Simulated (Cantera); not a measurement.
Mixture: 6.00 % C3H8, 21.4 % O2, 72.6 % N2, at 2.60 bar, adiabatic and at constant volume. Ignition delay is the time to a rise of 400 K.

Detailed kinetics in Cantera: GRI-Mech 3.0 (53 species, 325 reactions). GRI-Mech 3.0 was tuned for natural gas; its chemistry of propane as a main component is partial and can be far from experiment.

Predict: delay at 1025 K; delay at 1225 K; delay at 1425 K; delay at 1625 K; delay at 1825 K; apparent activation energy between 1625 and 1825 K.


```json
{
 "delay at 1025 K": "0.146 s",
 "delay at 1225 K": "2.12 ms",
 "delay at 1425 K": "87.6 µs",
 "delay at 1625 K": "12.8 µs",
 "delay at 1825 K": "4.27 µs",
 "apparent activation energy between 1625 and 1825 K": "140 kJ/mol"
}
```
